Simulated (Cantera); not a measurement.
Source: NASA polynomial tables (part measured, part estimated), evaluated in Cantera. Values are per mole of reaction as written; species without (g) are pure solids or liquids, kept so even where they would boil at 1 bar.

a) 1.333 Ti + O₂(g) → 0.6667 Ti₂O₃
b) 2 C + O₂(g) → 2 CO(g)
c) Zr + O₂(g) → ZrO₂(g)
d) 4 Al + O₂(g) → 2 Al₂O(g)

Q: Order these by ΔG° at 1500 K, most negative first.

A: a (-742 kJ), d (-509 kJ), b (-488 kJ), c (-321 kJ)
